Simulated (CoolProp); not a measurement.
A single-stage vapour-compression cycle with the fluid: evaporating at 293.15 K (dew point), condensing at 341.15 K (bubble point), superheat 0 K, subcooling 5 K, compressor efficiency 0.9, no pressure losses. The same conditions are run with several fluids, on thermodynamics alone (safety and materials aside).

Model: reference Helmholtz-energy equation of state of each fluid (propyne: Polt 1992; cyclopentane: Gedanitz 2015; CH2F2 (R32): Tillner-Roth 1997; fluoroethane (R161): Wu 2012; R245ca: Zhou 2016; neopentane: Lemmon 2006), in CoolProp. The equations of Platzer and Polt are older, rougher fits.

```json
[
 {"fluid": "propyne", "cooling COP": "4.61", "pressure ratio": "?", "discharge temperature (K)": "358.3", "refrigerating effect (kJ/kg)": "?", "volumetric capacity (kJ/m³)": "3340"},
 {"fluid": "cyclopentane", "cooling COP": "4.89", "pressure ratio": "5.21", "discharge temperature (K)": "348.4", "refrigerating effect (kJ/kg)": "329", "volumetric capacity (kJ/m³)": "333"},
 {"fluid": "CH2F2 (R32)", "cooling COP": "3.77", "pressure ratio": "?", "discharge temperature (K)": "376.3", "refrigerating effect (kJ/kg)": "189", "volumetric capacity (kJ/m³)": "?"},
 {"fluid": "fluoroethane (R161)", "cooling COP": "4.24", "pressure ratio": "3.20", "discharge temperature (K)": "359.5", "refrigerating effect (kJ/kg)": "244", "volumetric capacity (kJ/m³)": "4550"},
 {"fluid": "R245ca", "cooling COP": "4.55", "pressure ratio": "5.02", "discharge temperature (K)": "341.2", "refrigerating effect (kJ/kg)": "147", "volumetric capacity (kJ/m³)": "?"},
 {"fluid": "neopentane", "cooling COP": "4.33", "pressure ratio": "3.84", "discharge temperature (K)": "341.1", "refrigerating effect (kJ/kg)": "203", "volumetric capacity (kJ/m³)": "931"}
]
```

Task: What belongs in the gaps?

Result: 
- propyne, pressure ratio: 3.44
- propyne, refrigerating effect (kJ/kg): 364
- CH2F2 (R32), pressure ratio: 3.17
- CH2F2 (R32), volumetric capacity (kJ/m³): 7730
- R245ca, volumetric capacity (kJ/m³): 686

The compression ends wet for: R245ca; neopentane.
